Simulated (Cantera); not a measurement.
A closed system holds: 1 mol C₂H₂, 0.77 mol CO₂, equilibrated at 8100000 Pa.

These are equilibrium values from Cantera (NASA tables, ideal gas, pure condensed phases), not measurements of a reactor. Candidate condensed phases: C, C₆H₆, C₇H₈, C₈H₁₈, H₂O; 110 gas species. The ideal-gas law is rough above about 30 bar. Kinetics and transport are ignored.

log p: log10 of the partial pressure in bar; n: condensed amount in mol.

```tsv
T (K)	log p CO	log p H₂	log p CH₄	log p H₂O	log p C₂H₂ (acetylene)	log p CO₂	log p H	n C(graphite)
1900	1.69	1.49	-0.27	-0.57	?	-0.99	-2.36	1.22
1975	1.69	1.49	-0.36	-0.70	?	-1.16	-2.12	1.22
2050	1.69	1.49	-0.44	-0.83	?	-1.31	-1.90	1.22
2125	1.69	1.50	-0.52	-0.95	?	-1.45	-1.69	1.22
2200	1.69	1.50	-0.59	-1.06	?	-1.58	-1.50	1.22
2275	1.69	1.50	-0.66	-1.16	?	-1.71	-1.32	1.22
2350	1.69	1.50	-0.72	-1.25	?	-1.82	-1.16	1.21
2425	1.69	1.49	-0.78	-1.34	?	-1.92	-1.00	1.21
```

**Question.** What belongs in the gaps?

**Answer.** 
- 1900, log p C₂H₂ (acetylene): -1.93
- 1975, log p C₂H₂ (acetylene): -1.70
- 2050, log p C₂H₂ (acetylene): -1.48
- 2125, log p C₂H₂ (acetylene): -1.28
- 2200, log p C₂H₂ (acetylene): -1.10
- 2275, log p C₂H₂ (acetylene): -0.92
- 2350, log p C₂H₂ (acetylene): -0.76
- 2425, log p C₂H₂ (acetylene): -0.61
